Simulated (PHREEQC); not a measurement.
A PHREEQC input (ion-association model, wateq4f.dat):

```
SOLUTION 1
  temp 70
  units mg/L
  pH 6.16
  pe 11.9
  Na 0.0692
  K 0.0041
  Ca 0.106
  Mg 0.0193
  Cl 0.0562
  S(6) 0.317 as SO4
  Alkalinity 0.118 as HCO3
  Cd 0.00105
  Zn 0.000705
  Br 0.000574
  Ni 0.000767
END
USE solution 1
EQUILIBRIUM-PHASES 1
  Gypsum 0 0
  CO2(g) -3.4 10
END
```

The run finishes with these warnings:
```
WARNING: Unknown input, no keyword has been specified.
WARNING: 	  Gypsum 0 0
WARNING: 	  CO2(g) -3.4 10
```

Its last state differs from that of the intended input:

```json
[
 {"quantity": "pH", "as run": "6.16", "intended": "6.00"},
 {"quantity": "ionic strength (mol/kgw)", "as run": "1.75e-5", "intended": "1.79e-5"},
 {"quantity": "CO2 (mol/kgw)", "as run": "3.37e-6", "intended": "5.67e-6"},
 {"quantity": "HCO3- (mol/kgw)", "as run": "2.40e-6", "intended": "2.79e-6"},
 {"quantity": "HSO4- (mol/kgw)", "as run": "6.74e-10", "intended": "9.78e-10"},
 {"quantity": "ZnOH+ (mol/kgw)", "as run": "3.16e-10", "intended": "2.20e-10"},
 {"quantity": "SI of Zincite(c) (ZnO)", "as run": "-4.71", "intended": "-5.03"},
 {"quantity": "SI of Otavite (CdCO3)", "as run": "-5.53", "intended": "-5.62"}
]
```

The fault: the keyword misspelt. The line should read `EQUILIBRIUM_PHASES 1` where the input has `EQUILIBRIUM-PHASES 1`.
